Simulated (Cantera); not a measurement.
What does this Cantera script print?

```python
import numpy as np
import cantera as ct

gas_names = [...]  # 45 gases of nasa_gas.yaml made of Al, Cl, H, N, O
cond_names = """
    AL(cr) AL(L) ALCL3(s) ALCL3(L) ALN(s) AL2O3(a) AL2O3(L) H2O(s) H2O(L) NH4CL(a) NH4CL(b)
""".split()


# ... load() reads the species with a 1 bar reference pressure and builds the phases ...
atoms = {
    'AlCl3': {'AL': 1, 'CL': 3},
    'O2': {'O': 2},
    'N2': {'N': 2},
    'HCl': {'H': 1, 'CL': 1},
}
top_T = {'ALN(s)': 2750}  # K; cautious upper limits of use, not melting points


# ... equilibrate(T, P, feed) seeds the gas with the atoms and calls Mixture.equilibrate('TP', solver="vcs", rtol=1e-11, max_steps=5000) ...
results = []
feed = {'AlCl3': 1, 'O2': 2.1, 'N2': 160, 'HCl': 3}  # mol
T = 848.15  # K
P = 16  # Pa
mix = equilibrate(T, P, feed)
results.append((T, P, feed, dict(zip(mix.species_names, mix.species_moles))))
print(gas.report(threshold=1e-05))
for i in range(1, mix.n_phases):
    print(f"{mix.phase(i).name:16s} {mix.phase_moles(i):12.5e} mol")
```

Output:

```
       temperature   848.15 K
          pressure   16 Pa
           density   6.4856e-05 kg/m^3
  mean mol. weight   28.585 kg/kmol
   phase of matter   gas

                          1 kg             1 kmol
                     ---------------   ---------------
          enthalpy        5.2301e+05         1.495e+07  J
   internal energy        2.7631e+05        7.8984e+06  J
           entropy             10407        2.9748e+05  J/K
    Gibbs function       -8.3037e+06       -2.3736e+08  J
 heat capacity c_p            1113.1             31818  J/K
 heat capacity c_v            822.24             23504  J/K

                      mass frac. Y      mole frac. X     chem. pot. / RT
                     ---------------   ---------------   ---------------
                CL        0.00024986        0.00020147           -20.988
               CL2          0.022304         0.0089922           -41.976
               HCL          0.022943          0.017989           -49.727
               H2O         3.111e-05        4.9363e-05           -77.323
                N2           0.94539           0.96465           -33.232
                O2         0.0090829         0.0081141           -39.691
     [  +39 minor]        1.0447e-06        9.7679e-07

AL(cr)            0.00000e+00 mol
ALCL3(L)          0.00000e+00 mol
ALN(s)            0.00000e+00 mol
AL2O3(a)          5.00000e-01 mol
```

Cantera equilibrium calculation (NASA polynomials, part measured and part estimated; ideal gas, pure solids and liquids). Condensed phases not in the tables: AlOCl.
